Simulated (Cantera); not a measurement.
An isothermal, constant-pressure homogeneous reactor starts with 4.17 % NH3, 95.8 % N2, at 2400 K and 20.0 Torr.

Detailed kinetics in Cantera: the gas-phase N/H chemistry of the illustrative SiF4/NH3 mechanism in the Surface Chemkin manual (1991). Walls and surfaces, which speed up NH3 decomposition in real reactors, are not modelled.

x: mole fraction; the columns are a selection and need not sum to one.

```
t (s)          x NH3      x N2H2        x NH   x N2        x H2         x N         x H
--------  ----------  ----------  ----------  -----  ----------  ----------  ----------
1.00e-6       0.0417      <1e-12      <1e-12  0.958     1.09e-8      <1e-12     4.27e-7
5.29e-6       0.0417      <1e-12    5.11e-11  0.958     2.82e-7      <1e-12     2.03e-6
2.79e-5       0.0416    5.07e-11     5.66e-9  0.958     5.67e-6    3.22e-12     6.57e-6
0.000148      0.0415     3.43e-9     3.52e-7  0.958     5.61e-5     1.75e-9     8.71e-6
0.000781      0.0410     1.90e-7     9.64e-6  0.958    0.000370     1.82e-7     1.27e-5
0.00413   (withheld)  (withheld)     5.85e-5  0.956  (withheld)  (withheld)  (withheld)
0.0218        0.0189     6.54e-7     5.98e-5  0.948      0.0320     1.46e-5    0.000313
0.115        0.00111     2.00e-8     1.84e-5  0.940      0.0578     1.11e-5    0.000977
0.609        6.54e-7    1.22e-12     3.58e-7  0.937      0.0572     1.23e-6     0.00533
3.22      (withheld)      <1e-12  (withheld)  0.931      0.0502  (withheld)  (withheld)
17.0         3.20e-9      <1e-12     3.99e-8  0.930      0.0485     6.55e-7      0.0216
90.0         3.20e-9      <1e-12     3.99e-8  0.930      0.0485     6.55e-7      0.0216
```

Task: Some entries are withheld; supply them.

Result: 
- 0.00413, x NH3: 0.0366
- 0.00413, x N2H2: 1.83e-6
- 0.00413, x H2: 0.00585
- 0.00413, x N: 4.93e-6
- 0.00413, x H: 0.000100
- 3.22, x NH3: 4.12e-9
- 3.22, x NH: 3.50e-8
- 3.22, x N: 4.75e-7
- 3.22, x H: 0.0185
